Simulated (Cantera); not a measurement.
**Gas activation for diamond growth**

An isothermal, constant-pressure homogeneous reactor starts with 1.45 % CH4, 97.0 % H2, 1.55 % CO2, at 2748 K and 19.5 Torr.

Computed with Cantera and GRI-Mech 3.0 (53 species, 325 reactions). Radical loss at walls, strong at low pressure, is not modelled.

```
t (s)        x CH4   x H2    x CO2     x CH3      x H
--------  --------  -----  -------  --------  -------
5.00e-5     0.0131  0.964   0.0151   0.00140  0.00537
0.000230   0.00948  0.943  0.00985   0.00386   0.0220
0.00106    0.00185  0.911  7.19e-5   0.00176   0.0509
0.00486   0.000255  0.890  3.04e-5  0.000373   0.0762
0.0224     2.61e-5  0.842  1.05e-5   6.80e-5    0.129
0.103     5.29e-10  0.717  3.80e-6   3.19e-9    0.256
0.473     9.35e-12  0.638  3.65e-6  8.33e-11    0.337
2.17      9.17e-12  0.636  3.65e-6  8.20e-11    0.338
10.0      9.17e-12  0.636  3.65e-6  8.20e-11    0.338
```
x: mole fraction; the columns are a selection and need not sum to one.

Equilibrium at this temperature and pressure: CH4 9.30e-12, H2 0.636, CO2 3.65e-6, CH3 8.32e-11, H 0.338 (gas phase only).
